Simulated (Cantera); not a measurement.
Oxide etching and cleaning by halides: CuO + HF

Feed: 1 mol CuO, 4.7 mol HF, at 1.00 Torr.

These are equilibrium values from Cantera (NASA tables, ideal gas, pure condensed phases), not measurements of a reactor. Candidate condensed phases: Cu, CuF2, CuO, Cu(OH)2, Cu2O, H2O; 27 gas species. Rates play no part.

From 925 °C to 1175 °C the condensed part is Cu2O(s). From 1225 °C to 1275 °C the condensed part is Cu(l). The main Cu-bearing gas is CuF throughout. The share of Cu in condensed phases is highest at 925 °C (97.0 %) and lowest at 1275 °C (34.7 %).

```tsv
T (°C)	log p HF	log p CuF	log p O2	log p H2O	log p Cu	log p OH	log p CuF2	log p O	n Cu2O(s)	n Cu(l)
925	-2.90	-5.10	-4.17	-5.38	-8.67	-8.60	-6.65	-9.71	0.485	0
975	-2.90	-4.85	-4.17	-5.14	-7.94	-8.20	-6.70	-9.26	0.473	0
1025	-2.91	-4.62	-4.18	-4.92	-7.27	-7.82	-6.76	-8.86	0.455	0
1075	-2.92	-4.42	-4.18	-4.72	-6.66	-7.48	-6.81	-8.48	0.427	0
1125	-2.93	-4.23	-4.18	-4.53	-6.08	-7.16	-6.87	-8.13	0.386	0
1175	-2.95	-4.06	-4.18	-4.36	-5.55	-6.87	-6.94	-7.80	0.327	0
1225	-2.98	-3.92	-4.03	-4.22	-5.10	-6.56	-6.98	-7.42	0	0.480
1275	-2.99	-3.85	-4.06	-4.15	-4.75	-6.35	-7.09	-7.15	0	0.347
```
log p: log10 of the partial pressure in bar; n: condensed amount in mol.
